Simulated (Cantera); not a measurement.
Input: 1 mol Si, 0.26 mol N2O, 8.3 mol N2, held at 2175 K and 1 atm.

Cantera equilibrium calculation (NASA polynomials, part measured and part estimated; ideal gas, pure solids and liquids). Candidate condensed phases: Si, SiO2, Si2N2O, Si3N4; 16 gas species. The tables' values for SiN are old estimates; treat these amounts as uncertain. Kinetics and transport are ignored.

Base state: N2 0.970, SiO 0.0295, Si 0.000285, Si2N 5.65e-5, SiN 5.01e-5 (mole fractions); condensed: Si(l).

Problem. What changes in the equilibrium state with this change: Si replaced by SiC?

Solution. 
| species | before | after |
|---|---|---|
| N2 | 0.970 | 0.970 |
| CO | 0 | 0.0149 |
| SiO | 0.0295 | 0.0145 |
| Si2C | 0 | 1.29e-5 |
| Si2N | 5.65e-5 | 4.02e-5 |
| Si | 0.000285 | 0.000240 |
| Si(l), mol | 0.736 | 0 |
| SiC(s), mol | 0 | 0.868 |
Further candidate phases: C, SiC.

Problem. What changes in the equilibrium state with this change: 0.03 mol NH3 added?

Solution. 
```csv
species,before,after
N2,0.970,0.965
SiO,0.0295,0.0293
H2,0,0.00489
H,0,0.000339
SiN,5.01e-5,5.00e-5
Si2N,5.65e-5,5.63e-5
"Si(l), mol",0.736,0.736
```
Further candidate phases: H2O.
